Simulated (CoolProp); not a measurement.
Vapour-liquid equilibrium of toluene (1) + p-xylene (2) at 316.5 K; x and y are mole fractions of (1).

Computed with CoolProp (multi-fluid Helmholtz-energy mixture model, Lemmon 2006 and Zhou 2012; pair parameters Bell 2016).

| x | bubble pressure (bar) | y at the bubble point | dew pressure at overall composition x (bar) | liquid density (mol/L) |
|---|---|---|---|---|
| 0.05 | 0.03452 | 0.134 | 0.03252 | 7.974 |
| 0.125 | 0.03916 | (withheld) | (withheld) | 8.059 |
| 0.2 | 0.04383 | 0.426 | 0.03625 | (withheld) |
| 0.275 | 0.04849 | 0.529 | 0.03846 | 8.232 |
| 0.35 | 0.05314 | 0.614 | 0.04096 | (withheld) |
| 0.425 | 0.05774 | 0.686 | 0.04380 | 8.412 |
| 0.5 | 0.06231 | 0.746 | 0.04708 | 8.505 |
| 0.575 | 0.06683 | 0.798 | 0.05088 | (withheld) |
| 0.65 | 0.07131 | 0.843 | 0.05534 | 8.695 |
| 0.725 | 0.07575 | (withheld) | 0.06064 | 8.793 |
| 0.8 | 0.08016 | (withheld) | 0.06702 | 8.893 |
| 0.875 | 0.08456 | 0.952 | 0.07479 | 8.995 |
| 0.95 | (withheld) | 0.981 | 0.08433 | 9.100 |

### Question
Some entries are withheld; supply them.

### Answer

- 0.125, y at the bubble point: 0.297
- 0.125, dew pressure at overall composition x (bar): 0.03429
- 0.2, liquid density (mol/L): 8.145
- 0.35, liquid density (mol/L): 8.321
- 0.575, liquid density (mol/L): 8.599
- 0.725, y at the bubble point: 0.883
- 0.8, y at the bubble point: 0.919
- 0.95, bubble pressure (bar): 0.08895

No azeotrope shows between x = 0.05 and 0.95.

The pair parameters rest on a limited set of measurements; away from them the model extrapolates.
